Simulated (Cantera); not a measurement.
An isothermal, constant-pressure homogeneous reactor starts with N₂O : N₂ = 1 : 8.3 (molar parts), at 1100 K and 1.01 bar.

Model: GRI-Mech 3.0 (53 species, 325 reactions), integrated in Cantera. GRI-Mech 3.0 was tuned for natural gas; its chemistry of N2O as a main component is partial and can be far from experiment. The mechanism lacks the step 2 NO + O2 → 2 NO2, which can matter for NO2 below about 1400 K. The temperature is held fixed by assumption; the heat of reaction is taken as removed at once.

Task: Predict: x(N₂O) at 30.0 s; x(O) at 30.0 s; x(N₂) at 30.0 s; x(NO) at 30.0 s; x(NO₂) at 30.0 s; x(O₂) at 30.0 s.

Result: 
```json
{
  "x(N₂O) at 30.0 s": "0.0187 (gas-phase equilibrium 3.84e-9)",
  "x(O) at 30.0 s": "8.54e-8 (gas-phase equilibrium 5.64e-10)",
  "x(N₂) at 30.0 s": "0.937 (gas-phase equilibrium 0.949)",
  "x(NO) at 30.0 s": "0.00442 (gas-phase equilibrium 4.62e-5)",
  "x(NO₂) at 30.0 s": "6.12e-5 (gas-phase equilibrium 6.53e-7)",
  "x(O₂) at 30.0 s": "0.0399 (gas-phase equilibrium 0.0510)"
}
```
